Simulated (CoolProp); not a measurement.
Properties of R142b along the isobar 4.19 bar (Tc = 410.3 K, pc = 40.55 bar, ω = 0.232).

Model: reference Helmholtz-energy equation of state, Lemmon 2006, in CoolProp. It is a short technical equation, of lower accuracy than the large ones.

| T (K) | phase | speed of sound (m/s) | Joule-Thomson coefficient (K/MPa) | isothermal compressibility (1/MPa) | conductivity (mW/(m K)) |
|---|---|---|---|---|---|
| 177.9 | liquid | 1224 | -0.4788 | 0.0007524 | 128 |
| 219.6 | liquid | 999.9 | -0.4315 | 0.001166 | 112 |
| 261.4 | liquid | 804.7 | -0.3458 | 0.001916 | 95.4 |
| 303.1 | liquid | 621.4 | -0.1887 | (withheld) | 79.8 |
| 344.8 | gas | 167.4 | (withheld) | 2.571 | 14.7 |
| 386.5 | gas | 180.1 | 11.88 | 2.503 | 18.0 |
| 428.3 | gas | 191.2 | 8.744 | 2.466 | 21.5 |
| 470 | gas | (withheld) | 6.760 | 2.443 | (withheld) |

Q: Complete the blanks.

A: 
- 303.1, isothermal compressibility (1/MPa): 0.003545
- 344.8, Joule-Thomson coefficient (K/MPa): 17.46
- 470, speed of sound (m/s): 201.4
- 470, conductivity (mW/(m K)): 25.2

Thermal conductivity comes from a separate model (Huber 2003), an estimate that may be off by 10 % or more.
